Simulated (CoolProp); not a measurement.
Isobutane at 490.76 K and 0.116 MPa is throttled through a valve to 0.0529 MPa with no heat exchange. Each further row changes one setting.

Computed with CoolProp (reference Helmholtz-energy equation of state, Bücker 2006).

| case | temperature change (K) | final density (kg/m³) |
|---|---|---|
| as stated | -0.3 | 0.756 |
| outlet pressure 0.0159 MPa | … | … |
| outlet pressure 0.0688 MPa | … | 0.984 |

Problem. Fill in the missing entries.

Solution. 
- outlet pressure 0.0159 MPa, temperature change (K): -0.5
- outlet pressure 0.0159 MPa, final density (kg/m³): 0.227
- outlet pressure 0.0688 MPa, temperature change (K): -0.2
